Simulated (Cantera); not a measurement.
Input (Python, Cantera) and output of one run.

```python
import numpy as np
import cantera as ct

gas_names = """
    F F2 N NF NF2 NF3 N2 Si SiF SiF2 SiF3 SiF4 SiN Si2 Si2N Si3
""".split()
cond_names = """
    Si(cr) Si(L) Si3N4(a)
""".split()


# ... load() reads the species with a 1 bar reference pressure and builds the phases ...
atoms = {
    'Si3N4': {'Si': 3, 'N': 4},
    'F2': {'F': 2},
}
top_T = {'Si3N4(a)': 2400}  # K; cautious upper limits of use, not melting points


# ... equilibrate(T, P, feed) seeds the gas with the atoms and calls Mixture.equilibrate('TP', solver="vcs", rtol=1e-11, max_steps=5000) ...
results = []
feed = {'Si3N4': 1, 'F2': 14}  # mol
P = 1333.22  # Pa
for T in [898, 998, 1098, 1198, 1298, 1398, 1498, 1598, 1698, 1798]:
    mix = equilibrate(T, P, feed)
    results.append((T, P, feed, dict(zip(mix.species_names, mix.species_moles))))

top = {s: max(r[3][s] / sum(r[3][g] for g in gas_names) for r in results) for s in gas_names}
cols = sorted((s for s in top if top[s] > 0.0001), key=lambda s: -top[s])[:9]
seen = [c for c in cond_names if any(r[3].get(c, 0) > 1e-12 for r in results)]
print("log10 of partial pressures in bar; condensed amounts in mol")
print(f"{'T/K':>10s}" + "".join(f"{s[:9]:>10s}" for s in cols + seen))
for T, P, feed, n in results:
    ng = sum(n[g] for g in gas_names)
    print(f"{T:10.4g}" + "".join(f"{np.log10(max(n[s] / ng * P / 1e5, 1e-99)):10.3f}" for s in cols)
          + "".join(f"{n.get(c, 0):10.4g}" for c in seen))
```

Output:

```
log10 of partial pressures in bar; condensed amounts in mol
       T/K         F        F2      SiF4        N2       NF3
       898    -2.602    -2.212    -2.553    -2.735    -4.306
       998    -2.241    -2.448    -2.617    -2.794    -5.445
      1098    -2.068    -2.888    -2.680    -2.856    -6.750
      1198    -2.013    -3.437    -2.708    -2.885    -8.094
      1298    -1.999    -3.966    -2.717    -2.893    -9.319
      1398    -1.995    -4.438    -2.719    -2.895   -10.391
      1498    -1.994    -4.851    -2.720    -2.896   -11.324
      1598    -1.994    -5.215    -2.720    -2.896   -12.141
      1698    -1.993    -5.537    -2.720    -2.896   -12.862
      1798    -1.993    -5.825    -2.720    -2.896   -13.502
```

Method: chemical equilibrium by Gibbs-energy minimisation in Cantera with the NASA 1993 tables (ideal gas, pure condensed phases).
